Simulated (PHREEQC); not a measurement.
# Copper plating or etch bath: speciation

A solution holds 15 mmol/kgw CuCl2, 2.2 mmol/kgw HNO3 and 0.64 mmol/kgw Na2SO4, at 25 °C. Closed to the air; pH follows from the charge balance.

Equilibrium calculation in PHREEQC: ion-association model, phreeqc.dat.

This is a speciation only: nothing precipitates in the calculation.

### Question
Predict the pH.

### Answer
pH 2.73.

### Question
In which forms is S present?

### Answer
SO4-2 57 %, CuSO4 37 %, HSO4- 5.8 % of the S.

Complexes and solids missing from the database can't appear.
